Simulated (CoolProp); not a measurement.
Vapour-liquid equilibrium of n-decane (1) + n-dodecane (2) at 87.05 °C; x and y are mole fractions of (1).

Computed with CoolProp (multi-fluid Helmholtz-energy mixture model, Lemmon 2006 and Lemmon 2004; pair parameters Bell 2016).

```csv
x,bubble pressure (bar),y at the bubble point,dew pressure at overall composition x (bar),liquid density (mol/L)
0.05,0.01287,0.212,0.01112,4.136
0.125,0.01624,0.425,0.01186,4.179
0.2,0.01968,0.567,0.01272,4.223
0.275,0.02316,0.667,0.01371,4.268
0.35,0.02664,0.740,0.01486,4.314
0.425,0.03011,0.797,0.01624,4.361
0.5,0.03354,0.841,0.01789,4.409
0.575,0.03695,0.877,0.01993,4.458
0.65,0.04031,0.907,0.02249,4.509
0.725,0.04365,0.932,0.02583,4.561
0.8,0.04696,0.953,0.03033,4.614
0.875,0.05027,0.972,0.03673,4.669
0.95,0.05359,0.990,0.04640,4.725
```

No azeotrope shows between x = 0.05 and 0.95.

Pair parameters are fitted to limited data, so mixtures are less certain than the pure fluids. The gap from Raoult's law changes sign with composition, which may be real or a fault of the pair parameters; it wasn't checked against measurements.
